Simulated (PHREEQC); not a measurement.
0.42 g of hydrous ferric oxide (600 m²/g; 0.2 weak and 0.005 strong sites per Fe, Dzombak-Morel constants, diffuse double layer) in 1 kg of water with 0.3 mol/kgw of an inert sodium salt and 0.84 mmol/kgw CuSO4, at 25 °C; the pH is set by adding NaOH or the inert anion's acid. Oxygen alone is held at its pressure in air (log pO2 = -0.68). CO2 from the air is kept out. No solid was allowed to form.

All values are PHREEQC results (ion-association model, wateq4f.dat), not measurements.

```
pH     S sorbed (%)  Cu sorbed (%)  surface charge σ (C/m²)  surface potential ψ (mV)
-----  ------------  -------------  -----------------------  ------------------------
4              28.9            1.8                    0.177                        89
4.67           26.6            9.8                    0.172                        88
5.33           20.7           46.3                    0.172                        88
6              15.8           78.6                    0.184                        91
6.67           13.3           89.7                    0.202                        96
7.33           10.3           90.4                    0.202                        96
8               4.6           81.6                    0.162                        85
8.67            0.7           69.7                    0.096                        61
9.33            0.1           60.9                    0.040                        30
10              0.0           54.1                   -0.005                        -4
10.67           0.0           46.9                   -0.052                       -38
11.33           0.0           37.0                   -0.118                       -70
12              0.0           21.9                   -0.218                       -98
```

Along this series the solution becomes supersaturated in solids that the run did not let form, among them Cu(OH)2, Brochantite, Antlerite. The database's constant for dissolved Cu(OH)2 is higher than later reviews accept.
